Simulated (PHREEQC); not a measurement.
Make-up at 20 °C: 3.3 mmol/kgw ZnBr2 and 140 mmol/kgw CsI. Closed to the air; pH follows from the charge balance.

The numbers come from PHREEQC with the ion-association model, wateq4f.dat.

Precipitation was switched off in this run.

Predict the pH.

pH 6.01.
